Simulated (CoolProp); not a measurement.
Properties of n-perfluorohexane along the isotherm 413.3 K (Tc = 448.0 K, pc = 1742 kPa, ω = 0.497).

Computed with CoolProp (reference Helmholtz-energy equation of state, Gao 2022).

```
p (kPa)   phase  density (kg/m³)  cp (kJ/(kg K))  speed of sound (m/s)  Joule-Thomson coefficient (K/MPa)
-------  ------  ---------------  --------------  --------------------  ---------------------------------
544         gas            64.35           1.018                 85.03                              13.63
1090     liquid              [?]           1.300                 173.1                             0.8228
1630     liquid             1255           1.271                 190.8                             0.6183
2180     liquid              [?]           1.250                 206.2                             0.4782
2720     liquid             1287           1.236                 219.6                             0.3781
3270     liquid             1301           1.224                 232.0                             0.2997
3810     liquid             1312           1.215                 243.1                             0.2383
4350     liquid             1323             [?]                 253.4                             0.1879
```

Task: What belongs in the gaps?

Result: 
- 1090, density (kg/m³): 1234
- 2180, density (kg/m³): 1272
- 4350, cp (kJ/(kg K)): 1.207
